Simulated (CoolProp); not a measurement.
The fluid at 293.15 K and 0.409 MPa (gas) is heated at constant pressure to 434.1 K. The same conditions are run with several fluids, on thermodynamics alone (safety and materials aside).

Model: reference Helmholtz-energy equation of state of each fluid (R404A: Lemmon 2003; sulfur hexafluoride: Guder 2009; dry air: Lemmon 2000; R407C: Lemmon 2003; R143a: Lemmon and Jacobsen 2000), in CoolProp. Blends and air are pseudo-pure fits.

```json
[
 {"fluid": "R404A", "heat (kJ/kg)": "142", "final density (kg/m³)": "11.3"},
 {"fluid": "sulfur hexafluoride", "heat (kJ/kg)": "108", "final density (kg/m³)": "16.8"},
 {"fluid": "dry air", "heat (kJ/kg)": "?", "final density (kg/m³)": "?"},
 {"fluid": "R407C", "heat (kJ/kg)": "136", "final density (kg/m³)": "?"},
 {"fluid": "R143a", "heat (kJ/kg)": "154", "final density (kg/m³)": "?"}
]
```

Complete the blanks.


- dry air, heat (kJ/kg): 143
- dry air, final density (kg/m³): 3.28
- R407C, final density (kg/m³): 9.93
- R143a, final density (kg/m³): 9.70
